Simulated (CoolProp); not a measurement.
Fluoroethane (R161) along the isotherm 450 K: Z from the reference equation and from simpler models built on Tc = 375.2 K, pc = 5.010 MPa, ω = 0.216; each cubic takes its own stable root.

Computed with CoolProp (reference Helmholtz-energy equation of state, Wu 2012).

```tsv
p (MPa)	phase	reference	van der Waals	Soave-Redlich-Kwong	Peng-Robinson
0.357	gas	0.9861	0.9864	0.9871	0.9848
0.714	gas	0.9720	0.9725	0.9740	0.9696
1.07	gas	0.9580	0.9584	0.9610	0.9544
1.43	gas	0.9436	0.9438	0.9476	0.9390
1.79	gas	0.9291	0.9289	0.9342	0.9235
2.14	gas	0.9150	0.9141	0.9211	0.9085
2.5	gas	0.9003	0.8985	0.9075	0.8930
2.86	gas	0.8855	0.8825	0.8938	0.8774
3.21	gas	0.8710	0.8666	0.8805	0.8623
3.57	gas	0.8559	0.8498	0.8667	0.8468
3.93	gas	0.8408	0.8325	0.8529	0.8313
4.29	gas	0.8255	0.8147	0.8390	0.8159
4.64	gas	0.8106	0.7969	0.8255	0.8009
5	gas	0.7951	0.7780	0.8117	0.7856
```
